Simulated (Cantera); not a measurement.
A perfectly stirred reactor is fed with CH4 : O2 : N2 = 1 : 1.54 : 5.78 (molar parts), at 9.67 atm; it is adiabatic with a 448 K inlet, and is followed from long to short residence time, starting on the burning branch (τ in s: 0.067, 0.033, 0.017, 0.0083, 0.0041, 0.002, 0.001, 0.00051, 0.00025, 0.00013, 6.2e-05).

Computed with Cantera and GRI-Mech 3.0 (53 species, 325 reactions).

Question: What does this change do: inlet temperature 448 to 773 K?

Answer: 
```tsv
quantity	before	after
blow-out, bracketed by the residence times tried	burning at 0.130 ms, out at 62.0 µs	burning at 62.0 µs, the shortest tried
x(CH4) at τ = 67.0 ms	9.22e-5	6.78e-6
x(O2) at τ = 67.0 ms	4.19e-5	4.28e-5
x(HO2) at τ = 67.0 ms	1.67e-8	4.19e-8
x(C2H6) at τ = 67.0 ms	3.59e-9	1.98e-11
x(C2H4) at τ = 67.0 ms	4.27e-8	4.73e-10
x(CH4) at τ = 2.00 ms	0.00120	0.000107
x(O2) at τ = 2.00 ms	0.000979	0.000325
x(HO2) at τ = 2.00 ms	4.52e-7	2.26e-7
x(C2H6) at τ = 2.00 ms	9.74e-7	7.13e-9
x(C2H4) at τ = 2.00 ms	1.02e-5	1.55e-7
```
